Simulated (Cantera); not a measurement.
A perfectly stirred reactor is fed with 4.53 % CH4, 1.81 % C2H6, 14.0 % O2, 79.7 % N2, at 12.0 bar; it is adiabatic with a 723 K inlet, and is followed from long to short residence time, starting on the burning branch (τ in s: 0.37, 0.15, 0.057, 0.022, 0.0087, 0.0034, 0.0013, 0.00052, 0.00021, 8e-05, 3.1e-05).

Model: GRI-Mech 3.0 (53 species, 325 reactions), integrated in Cantera. The pressure lies above the range GRI-Mech 3.0 was tuned for (to about 10 atm).

x: mole fraction; the columns are a selection and need not sum to one.

```csv
τ (s),T (K),x CH4,x C2H6,x O2,x C2H,x O,x CH2
0.37,2147,3.97e-6,1.27e-8,3.23e-5,3.09e-10,2.76e-6,1.59e-8
0.15,2146,(withheld),(withheld),(withheld),7.63e-10,(withheld),(withheld)
0.057,2145,1.35e-5,7.65e-8,0.000101,1.97e-9,5.33e-6,9.06e-8
0.022,2142,2.07e-5,1.83e-7,0.000191,4.84e-9,9.15e-6,2.07e-7
0.0087,2138,2.93e-5,4.14e-7,0.000355,1.09e-8,1.69e-5,4.41e-7
0.0034,2132,4.16e-5,9.20e-7,0.000657,2.34e-8,3.24e-5,9.11e-7
0.0013,2120,6.31e-5,2.05e-6,0.00122,4.76e-8,6.18e-5,1.84e-6
0.00052,2104,0.000103,4.39e-6,0.00215,8.84e-8,0.000108,3.51e-6
0.00021,2078,0.000188,9.66e-6,0.00377,1.56e-7,0.000173,6.56e-6
8.0e-5,2029,(withheld),(withheld),(withheld),(withheld),(withheld),(withheld)
3.1e-5,723,0.0453,0.0181,0.140,<1e-12,<1e-12,<1e-12
```

Task: Complete the blanks.

Result: 
- 0.15, x CH4: 7.66e-6
- 0.15, x C2H6: 3.05e-8
- 0.15, x O2: 5.39e-5
- 0.15, x O: 3.54e-6
- 0.15, x CH2: 3.75e-8
- 8.0e-5, x CH4: 0.000452
- 8.0e-5, x C2H6: 2.61e-5
- 8.0e-5, x O2: 0.00732
- 8.0e-5, x C2H: 2.81e-7
- 8.0e-5, x O: 0.000233
- 8.0e-5, x CH2: 1.29e-5
